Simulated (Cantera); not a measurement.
A perfectly stirred reactor is fed with C2H4 : O2 : N2 : CO2 = 1 : 1.88 : 7.05 : 0.58 (molar parts), equivalence ratio 1.6, at 710000 Pa; it is adiabatic with a 373 K inlet, and is followed from long to short residence time, starting on the burning branch (τ in s: 0.046, 0.018, 0.0073, 0.0029, 0.0012, 0.00046, 0.00018, 7.2e-05, 2.9e-05, 1.1e-05, 4.5e-06).

Computed with Cantera and GRI-Mech 3.0 (53 species, 325 reactions). GRI-Mech 3.0 was tuned for natural gas; its chemistry of ethylene as a main component is partial and can be far from experiment.

Q: Predict: blow-out, bracketed by the residence times tried; x(C2H4) at τ = 46.0 ms; x(O2) at τ = 46.0 ms; x(CO2) at τ = 46.0 ms; x(H2O) at τ = 46.0 ms; x(NO) at τ = 46.0 ms; x(C2H4) at τ = 0.460 ms; x(O2) at τ = 0.460 ms; x(CO2) at τ = 0.460 ms; x(H2O) at τ = 0.460 ms; x(NO) at τ = 0.460 ms.

A: 
```
Item                                                                          Result
------------------------------------------------  ----------------------------------
blow-out, bracketed by the residence times tried  burning at 29.0 µs, out at 11.0 µs
x(C2H4) at τ = 46.0 ms                                                       9.28e-6
x(O2) at τ = 46.0 ms                                                         9.68e-5
x(CO2) at τ = 46.0 ms                                                         0.0787
x(H2O) at τ = 46.0 ms                                                          0.124
x(NO) at τ = 46.0 ms                                                         5.98e-5
x(C2H4) at τ = 0.460 ms                                                     0.000293
x(O2) at τ = 0.460 ms                                                        0.00275
x(CO2) at τ = 0.460 ms                                                        0.0832
x(H2O) at τ = 0.460 ms                                                         0.126
x(NO) at τ = 0.460 ms                                                        8.42e-5
```
